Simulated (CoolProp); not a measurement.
500 sccm (0 °C, 1 atm) of nitrogen bubbles through liquid ethanol at 292 K and leaves saturated at a total pressure of 0.0131 MPa (ideal gas phase). Each further row changes one setting.

Model: reference Helmholtz-energy equation of state, Schroeder 2014, in CoolProp.

```
case                       vapour pressure (kPa)  mole fraction of vapour  delivery (mg/min)  delivery (sccm)  change of delivery for a bath 1 K warmer (%)
-------------------------  ---------------------  -----------------------  -----------------  ---------------  --------------------------------------------
as stated                                   5.48                    0.419                740              360                                            11
bath temperature 297 K                      7.38                    0.563               1320              645                                            15
total pressure 0.0262 MPa                   5.48                    0.209                272              132                                           8.0
```
